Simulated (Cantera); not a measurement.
Feed: 1 mol BN, 0.4 mol O2, 0.5 mol N2, equilibrated at 1800 K and 1.00 bar.

Cantera equilibrium calculation (NASA polynomials, part measured and part estimated; ideal gas, pure solids and liquids). Candidate condensed phases: B, BN, B2O3; 17 gas species. Mutual solubility and eutectic melting of coexisting phases are not modelled. Rates play no part.

Base state: N2 0.996, B2O3 0.00343, B2O2 0.000169, BO 4.26e-5 (mole fractions); condensed: BN(s) + B2O3(l).

What changes in the equilibrium state with this change: temperature from 1800 K to 1425 K?


```json
[
 {"species": "N2", "before": "0.996", "after": "1.000"},
 {"species": "B2O3", "before": "0.00343", "after": "4.29e-6"},
 {"species": "B2O2", "before": "0.000169", "after": "1.85e-8"},
 {"species": "BO", "before": "4.26e-5", "after": "8.93e-9"},
 {"species": "BN(s), mol", "before": "0.467", "after": "0.467"},
 {"species": "B2O3(l), mol", "before": "0.264", "after": "0.267"}
]
```
